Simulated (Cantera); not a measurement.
Cantera run:

```python
import numpy as np
import cantera as ct

gas_names = """
    Fe FeO Fe(OH)2 H HO2 H2 H2O H2O2 H2S H2SO4 O OH O2 O3 S SH SO SO2 SO3 S2 S2O S8
""".split()
cond_names = """
    Fe(a) Fe(c) Fe(d) Fe(L) FeO(s) FeO(L) Fe(OH)2(s) Fe(OH)3(s) FeS(a) FeS(b) FeS(c) FeS(L) FeSO4(s)
    FeS2(s) Fe2O3(s) Fe2S3O12(s) Fe3O4(s) H2O(s) H2O(L) H2SO4(L) S(cr1) S(cr2) S(L)
""".split()


# ... load() reads the species with a 1 bar reference pressure and builds the phases ...
atoms = {
    'FeS2': {'Fe': 1, 'S': 2},
    'H2S': {'H': 2, 'S': 1},
    'O2': {'O': 2},
    'SO3': {'S': 1, 'O': 3},
}
top_T = {'FeSO4(s)': 950, 'FeS2(s)': 1010, 'Fe2O3(s)': 1830, 'Fe2S3O12(s)': 1100, 'Fe3O4(s)': 1870}  # K; cautious upper limits of use, not melting points


# ... equilibrate(T, P, feed) seeds the gas with the atoms and calls Mixture.equilibrate('TP', solver="vcs", rtol=1e-11, max_steps=5000) ...
results = []
feed = {'FeS2': 1, 'H2S': 0.97, 'O2': 7.8, 'SO3': 1.2}  # mol
P = 100000  # Pa
for T in [675, 750, 825, 900, 975, 1050, 1125, 1200, 1275, 1350, 1425, 1500, 1575, 1650]:
    mix = equilibrate(T, P, feed)
    results.append((T, P, feed, dict(zip(mix.species_names, mix.species_moles))))
    x = sorted(zip(gas.X, gas.species_names), reverse=True)
    print(f"T = {T:g} K  P = {P:g} Pa  gas = {mix.phase_moles(0):.4g} mol")
    print("   x: " + "  ".join(f"{s} {v:.3e}" for v, s in x if v > 1e-06))
    print("   condensed (mol): " + ("  ".join(f"{mix.phase(i).name} {mix.phase_moles(i):.4g}"
          for i in range(1, mix.n_phases) if mix.phase_moles(i) > 1e-12) or "none"))
```

Output:

```
T = 675 K  P = 100000 Pa  gas = 5.479 mol
   x: SO3 4.359e-01  O2 3.857e-01  H2O 1.270e-01  H2SO4 5.003e-02  SO2 1.308e-03
   condensed (mol): Fe2S3O12(s) 0.5
T = 750 K  P = 100000 Pa  gas = 5.704 mol
   x: SO3 4.481e-01  O2 3.739e-01  H2O 1.580e-01  H2SO4 1.201e-02  SO2 7.928e-03
   condensed (mol): Fe2S3O12(s) 0.5
T = 825 K  P = 100000 Pa  gas = 5.824 mol
   x: SO3 4.241e-01  O2 3.780e-01  H2O 1.635e-01  SO2 3.134e-02  H2SO4 3.035e-03
   condensed (mol): Fe2S3O12(s) 0.5
T = 900 K  P = 100000 Pa  gas = 6.002 mol
   x: O2 3.943e-01  SO3 3.586e-01  H2O 1.608e-01  SO2 8.550e-02  H2SO4 8.274e-04
   condensed (mol): Fe2S3O12(s) 0.5
T = 975 K  P = 100000 Pa  gas = 6.266 mol
   x: O2 4.193e-01  SO3 2.609e-01  SO2 1.650e-01  H2O 1.546e-01  H2SO4 2.279e-04
   condensed (mol): Fe2S3O12(s) 0.5
T = 1050 K  P = 100000 Pa  gas = 8.513 mol
   x: O2 3.963e-01  SO2 2.968e-01  SO3 1.930e-01  H2O 1.139e-01  H2SO4 5.647e-05
   condensed (mol): Fe2O3(s) 0.5
T = 1125 K  P = 100000 Pa  gas = 8.832 mol
   x: O2 4.180e-01  SO2 3.583e-01  SO3 1.139e-01  H2O 1.098e-01  H2SO4 1.636e-05  OH 1.256e-06
   condensed (mol): Fe2O3(s) 0.5
T = 1200 K  P = 100000 Pa  gas = 9.034 mol
   x: O2 4.310e-01  SO2 3.949e-01  H2O 1.074e-01  SO3 6.666e-02  H2SO4 5.231e-06  OH 3.712e-06
   condensed (mol): Fe2O3(s) 0.5
T = 1275 K  P = 100000 Pa  gas = 9.152 mol
   x: O2 4.384e-01  SO2 4.156e-01  H2O 1.060e-01  SO3 4.002e-02  OH 9.668e-06  H2SO4 1.867e-06
   condensed (mol): Fe2O3(s) 0.5
T = 1350 K  P = 100000 Pa  gas = 9.22 mol
   x: O2 4.425e-01  SO2 4.273e-01  H2O 1.052e-01  SO3 2.495e-02  OH 2.266e-05
   condensed (mol): Fe2O3(s) 0.5
T = 1425 K  P = 100000 Pa  gas = 9.26 mol
   x: O2 4.449e-01  SO2 4.341e-01  H2O 1.047e-01  SO3 1.620e-02  OH 4.858e-05
   condensed (mol): Fe2O3(s) 0.5
T = 1500 K  P = 100000 Pa  gas = 9.284 mol
   x: O2 4.463e-01  SO2 4.382e-01  H2O 1.044e-01  SO3 1.094e-02  OH 9.653e-05  O 2.709e-06
   condensed (mol): Fe2O3(s) 0.5
T = 1575 K  P = 100000 Pa  gas = 9.3 mol
   x: O2 4.472e-01  SO2 4.407e-01  H2O 1.042e-01  SO3 7.654e-03  OH 1.797e-04  O 7.160e-06
   condensed (mol): Fe2O3(s) 0.5
T = 1650 K  P = 100000 Pa  gas = 9.31 mol
   x: O2 4.477e-01  SO2 4.424e-01  H2O 1.040e-01  SO3 5.527e-03  OH 3.161e-04  O 1.733e-05  SO 2.096e-06  H2 1.825e-06
   condensed (mol): Fe2O3(s) 0.5
```

These are equilibrium values from Cantera (NASA tables, ideal gas, pure condensed phases), not measurements of a reactor.
